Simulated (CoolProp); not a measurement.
The fluid at 298.15 K and 1.52 MPa is compressed adiabatically to 4.93 MPa with isentropic efficiency 0.75. The same conditions are run with several fluids, on thermodynamics alone (safety and materials aside).

Computed with CoolProp (reference Helmholtz-energy equation of state of each fluid (ethane: Bücker 2006; oxygen: Schmidt 1985; C2F6 (R116): Lemmon 2006; methane: Setzmann 1991; CH3F (R41): Lemmon 2006)).

Q: Rank ethane, oxygen, C2F6 (R116), methane, CH3F (R41) by work (kJ/kg), highest first.

A: methane (272), oxygen (144), ethane (120), CH3F (R41) (111), C2F6 (R116) (22.1)

```tsv
fluid	final temperature (K)	final phase	final density (kg/m³)
ethane	379.6	supercritical	57.3
oxygen	452.8	gas	41.6
C2F6 (R116)	348.1	supercritical	350
methane	415.9	supercritical	23.2
CH3F (R41)	406.1	gas	58.1
```

Above 300 K oxygen's equation is extrapolated.
